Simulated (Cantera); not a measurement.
A perfectly stirred reactor is fed with CH4 : O2 : N2 = 1 : 2.47 : 9.28 (molar parts), at 9.87 atm; it is adiabatic with a 300 K inlet, and is followed from long to short residence time, starting on the burning branch (τ in s: 0.25, 0.089, 0.031, 0.011, 0.0039, 0.0014, 0.00048, 0.00017, 5.9e-05).

Model: GRI-Mech 3.0 (53 species, 325 reactions), integrated in Cantera.

Problem. What does this change do: inlet temperature 300 to 548 K?

Solution. 
```csv
quantity,before,after
"blow-out, bracketed by the residence times tried","burning at 59.0 µs, the shortest tried","burning at 59.0 µs, the shortest tried"
x(CH4) at τ = 0.250 s,6.88e-7,2.66e-7
x(O2) at τ = 0.250 s,0.0364,0.0350
x(NO) at τ = 0.250 s,0.000719,0.00340
x(H2) at τ = 0.250 s,9.44e-5,0.000294
x(NO2) at τ = 0.250 s,1.59e-6,5.64e-6
x(CH4) at τ = 3.90 ms,2.82e-5,1.40e-5
x(O2) at τ = 3.90 ms,0.0371,0.0369
x(NO) at τ = 3.90 ms,5.20e-5,0.000291
x(H2) at τ = 3.90 ms,0.000268,0.000432
x(NO2) at τ = 3.90 ms,1.73e-7,5.66e-7
```

Problem. What does this change do: inlet temperature 300 to 423 K?

Solution. 
```csv
quantity,before,after
"blow-out, bracketed by the residence times tried","burning at 59.0 µs, the shortest tried","burning at 59.0 µs, the shortest tried"
x(CH4) at τ = 0.250 s,6.88e-7,4.23e-7
x(O2) at τ = 0.250 s,0.0364,0.0358
x(NO) at τ = 0.250 s,0.000719,0.00180
x(H2) at τ = 0.250 s,9.44e-5,0.000169
x(NO2) at τ = 0.250 s,1.59e-6,3.43e-6
x(CH4) at τ = 3.90 ms,2.82e-5,2.02e-5
x(O2) at τ = 3.90 ms,0.0371,0.0370
x(NO) at τ = 3.90 ms,5.20e-5,0.000119
x(H2) at τ = 3.90 ms,0.000268,0.000327
x(NO2) at τ = 3.90 ms,1.73e-7,2.93e-7
```
